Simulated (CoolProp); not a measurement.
A Linde-Hampson liquefier for nitrogen: isothermal reversible compression at 230 K from 1 atm to 20 MPa, throttling to 1 atm, return gas leaving the recuperator 5 K below the feed. Each further row changes one setting.

The numbers come from the reference Helmholtz-energy equation of state, Span 2000 in CoolProp.

```csv
case,liquid yield per pass,compression work (kJ/kg of gas)
as stated,0.149,351
high pressure 40 MPa,?,403
warm-end temperature 260 K,?,?
warm-end gap 10 K,?,351
```

Q: What belongs in the gaps?

A: 
- high pressure 40 MPa, liquid yield per pass: 0.178
- warm-end temperature 260 K, liquid yield per pass: 0.102
- warm-end temperature 260 K, compression work (kJ/kg of gas): 404
- warm-end gap 10 K, liquid yield per pass: 0.136
